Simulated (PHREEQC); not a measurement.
Consider water at 20 °C with 0.0089 mol HF, 0.0017 mol NH4F, 0.075 mol H2SO4 and 0.012 mol H2SiF6 per kg of water. Closed to the air; pH follows from the charge balance.

Model: ion-association model, phreeqc.dat, run in PHREEQC.

No solid was allowed to form.

Predict the pH, ionic strength, density.

pH 1.03; ionic strength 0.144 mol/kgw; density 1.004 g/cm³.

In which forms is N present?

NH4+ 94 %, NH4SO4- 6.2 % of the N.

SiF6-2 is the database's only silicon fluoride.
